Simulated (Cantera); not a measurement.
Mixture: 7.37 % CO, 0.376 % H2, 10.3 % CH4, 11.1 % O2, 70.9 % N2, at 13.0 bar, adiabatic and at constant pressure. Ignition delay is the time to a rise of 400 K.

Cantera simulation using GRI-Mech 3.0 (53 species, 325 reactions); the numbers are that mechanism's predictions, not measurements. The pressure lies above the range GRI-Mech 3.0 was tuned for (to about 10 atm). Below about 1000 K GRI-Mech 3.0 lacks low-temperature oxidation paths. Below about 950 K walls govern HO2 and H2O2 in real vessels.

Task: Predict: delay at 850 K; delay at 950 K; delay at 1050 K; delay at 1150 K; apparent activation energy between 1100 and 1200 K.

Result: 
```
Quantity                                                Result
--------------------------------------------------  ----------
delay at 850 K                                          1.68 s
delay at 950 K                                         0.322 s
delay at 1050 K                                        81.0 ms
delay at 1150 K                                        21.8 ms
apparent activation energy between 1100 and 1200 K  140 kJ/mol
```
